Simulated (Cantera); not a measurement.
Charge: 1 mol Si, 0.76 mol H2O, 1.5 mol H2, 0.11 mol O2, at 0.290 Pa.

Method: chemical equilibrium by Gibbs-energy minimisation in Cantera with the NASA 1993 tables (ideal gas, pure condensed phases). Candidate condensed phases: H2O, Si, SiO2; 18 gas species. Mutual solubility and eutectic melting of coexisting phases are not modelled. The tables hold silica as quartz up to 1696 K and as liquid above; real silica turns to tridymite and cristobalite and melts near 1996 K. Rates play no part.

Q: What share of the Si ends up in condensed phases as a function of T (K), at 1150, 1300, 1450, 1600, 1750, 1900, 2050?

A: 
```json
[
 {"T (K)": "1150", "Si condensed (%)": "90.3", "as": "Si(s) + SiO2(β-quartz)"},
 {"T (K)": "1300", "Si condensed (%)": "2.0", "as": "Si(s)"},
 {"T (K)": "1450", "Si condensed (%)": "1.7", "as": "Si(s)"},
 {"T (K)": "1600", "Si condensed (%)": "0.0", "as": "-"},
 {"T (K)": "1750", "Si condensed (%)": "0.0", "as": "-"},
 {"T (K)": "1900", "Si condensed (%)": "0.0", "as": "-"},
 {"T (K)": "2050", "Si condensed (%)": "0.0", "as": "-"}
]
```
